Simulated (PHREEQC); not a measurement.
Synthetic water in mmol/kgw, 25 °C, pH 3.76, pe 11.3:

```json
[
 {"constituent": "Na", "mmol/kgw": "13.9"},
 {"constituent": "K", "mmol/kgw": "0.171"},
 {"constituent": "Ca", "mmol/kgw": "14.2"},
 {"constituent": "Mg", "mmol/kgw": "2.1"},
 {"constituent": "Cl", "mmol/kgw": "12.1"},
 {"constituent": "S(6)", "mmol/kgw": "17.3"},
 {"constituent": "Li", "mmol/kgw": "0.193"},
 {"constituent": "Zn", "mmol/kgw": "0.84"},
 {"constituent": "Si", "mmol/kgw": "0.751"},
 {"constituent": "Mn(2)", "mmol/kgw": "0.191"},
 {"constituent": "O(0) (counted as O atoms)", "mmol/kgw": "0.0484"}
]
```

Cl is adjusted to close the charge balance.
Valence states are taken as typed.

The numbers come from PHREEQC with the ion-association model, phreeqc.dat.

Precipitation was switched off in this run.

### Question
Order these Zn species by the share of Zn that they hold, largest first: ZnCl+, Zn(SO4)2-2, ZnSO4, Zn+2.

### Answer
Zn+2 (63 %), ZnSO4 (32 %), Zn(SO4)2-2 (3.2 %), ZnCl+ (1.1 %)

The pH is 3.76 and the ionic strength 0.0625 mol/kgw. Saturation is exceeded, for instance for Quartz (slow to form), Chalcedony (slow to form); the values hold only as long as no solid forms.
